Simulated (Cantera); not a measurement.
An adiabatic, constant-pressure homogeneous reactor starts with 1.11 % CH4, 0.155 % C2H6, 1.44 % C3H8, 20.0 % O2, 75.1 % N2, 2.22 % H2O, equivalence ratio 0.50, at 1375 K and 488 Torr.

Cantera simulation using GRI-Mech 3.0 (53 species, 325 reactions); the numbers are that mechanism's predictions, not measurements. GRI-Mech 3.0 was tuned for natural gas; its chemistry of propane as a main component is partial and can be far from experiment.

One state of this run: T (K) = 1374; x CH4 = 0.0111; x C2H6 = 0.00155; x C3H8 = 0.0143; x H = 1.93e-6; x C2H2 = 6.92e-9; x NO2 = <1e-12; x CO = 5.32e-7. x: mole fraction; the columns are a selection and need not sum to one.

### Question
Which value of t (s) does it belong to?
A) 0.00226
B) 0.0143
C) 2.26e-5
D) 0.568

### Answer
C, 2.26e-5
